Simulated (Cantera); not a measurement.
An isothermal, constant-pressure homogeneous reactor starts with 2.21 % CH4, 96.2 % H2, 1.54 % H, at 1250 K and 17.3 Torr.

Cantera simulation using GRI-Mech 3.0 (53 species, 325 reactions); the numbers are that mechanism's predictions, not measurements. GRI-Mech 3.0 stops at C3 and has no aromatics, soot or wall deposition, so with more carbon than oxygen in the feed, carbon stays in small species such as C2H2 where larger ones or solid carbon would form. Radical loss at walls, strong at low pressure, is not modelled.

Q: Predict: x(CH4) at 200 s; x(H2) at 200 s; x(H) at 200 s; x(C2H6) at 200 s; x(C2H4) at 200 s.

A: 
```
Item                                                Result
----------------  ----------------------------------------
x(CH4) at 200 s      0.0214 (gas-phase equilibrium 0.0188)
x(H2) at 200 s         0.978 (gas-phase equilibrium 0.979)
x(H) at 200 s      2.76e-6 (gas-phase equilibrium 3.18e-6)
x(C2H6) at 200 s   1.85e-7 (gas-phase equilibrium 3.74e-7)
x(C2H4) at 200 s  5.17e-5 (gas-phase equilibrium 0.000194)
```
